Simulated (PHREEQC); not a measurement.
Consider water at 25 °C with 30 mmol/kgw MnSO4, 0.058 mmol/kgw MgSO4, 12 mmol/kgw HCl and 0.92 mmol/kgw Na2SO4. Closed to the air; pH follows from the charge balance.

All values are PHREEQC results (ion-association model, phreeqc.dat), not measurements.

Precipitation was switched off in this run.

Question: What pH, density, specific conductance does the model give?

Answer: pH 2.22; density 1.002 g/cm³; specific conductance 6510 µS/cm.

Question: In which forms is Mn present?

Answer: Mn+2 67 %, MnSO4 32 %, MnCl+ 1.3 % of the Mn.
